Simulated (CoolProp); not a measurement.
Properties of ammonia along the isobar 8.06 MPa (Tc = 405.6 K, pc = 11.36 MPa, ω = 0.256).

Values from CoolProp's reference Helmholtz-energy equation of state, Gao 2020.

```json
[
 {"T (K)": "269", "phase": "liquid", "cv (kJ/(kg K))": "2.845", "isothermal compressibility (1/MPa)": "0.0009771", "viscosity (µPa s)": "185"},
 {"T (K)": "285.8", "phase": "liquid", "cv (kJ/(kg K))": "2.805", "isothermal compressibility (1/MPa)": "0.001210", "viscosity (µPa s)": "155"},
 {"T (K)": "302.5", "phase": "liquid", "cv (kJ/(kg K))": "2.775", "isothermal compressibility (1/MPa)": "0.001537", "viscosity (µPa s)": "132"},
 {"T (K)": "319.3", "phase": "liquid", "cv (kJ/(kg K))": "2.753", "isothermal compressibility (1/MPa)": "0.002025", "viscosity (µPa s)": "113"},
 {"T (K)": "336.1", "phase": "liquid", "cv (kJ/(kg K))": "2.740", "isothermal compressibility (1/MPa)": "0.002810", "viscosity (µPa s)": "96.1"},
 {"T (K)": "352.8", "phase": "liquid", "cv (kJ/(kg K))": "2.740", "isothermal compressibility (1/MPa)": "0.004238", "viscosity (µPa s)": "81.8"},
 {"T (K)": "369.6", "phase": "liquid", "cv (kJ/(kg K))": "2.764", "isothermal compressibility (1/MPa)": "0.007601", "viscosity (µPa s)": "68.3"},
 {"T (K)": "403.1", "phase": "gas", "cv (kJ/(kg K))": "2.679", "isothermal compressibility (1/MPa)": "0.2181", "viscosity (µPa s)": "15.0"},
 {"T (K)": "419.9", "phase": "gas", "cv (kJ/(kg K))": "2.436", "isothermal compressibility (1/MPa)": "0.1836", "viscosity (µPa s)": "15.5"},
 {"T (K)": "436.6", "phase": "gas", "cv (kJ/(kg K))": "2.314", "isothermal compressibility (1/MPa)": "0.1672", "viscosity (µPa s)": "16.0"},
 {"T (K)": "453.4", "phase": "gas", "cv (kJ/(kg K))": "2.247", "isothermal compressibility (1/MPa)": "0.1573", "viscosity (µPa s)": "16.6"},
 {"T (K)": "470.2", "phase": "gas", "cv (kJ/(kg K))": "2.212", "isothermal compressibility (1/MPa)": "0.1507", "viscosity (µPa s)": "17.3"},
 {"T (K)": "486.9", "phase": "gas", "cv (kJ/(kg K))": "2.195", "isothermal compressibility (1/MPa)": "0.1459", "viscosity (µPa s)": "17.9"},
 {"T (K)": "503.7", "phase": "gas", "cv (kJ/(kg K))": "2.190", "isothermal compressibility (1/MPa)": "0.1423", "viscosity (µPa s)": "18.5"},
 {"T (K)": "520.5", "phase": "gas", "cv (kJ/(kg K))": "2.192", "isothermal compressibility (1/MPa)": "0.1394", "viscosity (µPa s)": "19.2"}
]
```

Viscosity comes from a separate model (Fenghour 1995).
